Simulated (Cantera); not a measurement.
Charge: 1 mol SiC, 0.0063 mol O₂, 280 mol H₂, at 10000 Pa.

Method: chemical equilibrium by Gibbs-energy minimisation in Cantera with the NASA 1993 tables (ideal gas, pure condensed phases). Candidate condensed phases: C, C₆H₆, C₇H₈, C₈H₁₈, H₂O, Si, SiC, SiO₂; 123 gas species. Mutual solubility and eutectic melting of coexisting phases are not modelled. The tables hold silica as quartz up to 1696 K and as liquid above; real silica turns to tridymite and cristobalite and melts near 1996 K. Gases not in the tables: Si₂H₆ and higher silanes. Kinetics and transport are ignored.

Q: Which condensed phases are stable at each of these points (T (K)): 1100, 1200, 1300, 1400, 1500, 1600, 1700, 1800, 1900, 2000, 2100, 2200?

A: 
| T (K) | condensed phases | Si condensed (%) |
|---|---|---|
| 1100 | SiC(s) + SiO₂(β-quartz) | 100.0 |
| 1200 | SiC(s) + SiO₂(β-quartz) | 99.9 |
| 1300 | SiC(s) | 99.2 |
| 1400 | SiC(s) | 99.2 |
| 1500 | SiC(s) | 99.2 |
| 1600 | SiC(s) | 99.2 |
| 1700 | SiC(s) | 99.2 |
| 1800 | SiC(s) | 99.0 |
| 1900 | SiC(s) | 98.2 |
| 2000 | SiC(s) | 95.8 |
| 2100 | SiC(s) | 88.1 |
| 2200 | SiC(s) | 66.4 |

From 1100 K to 1200 K the condensed part is SiC(s) + SiO₂(β-quartz). From 1300 K to 2200 K the condensed part is SiC(s).
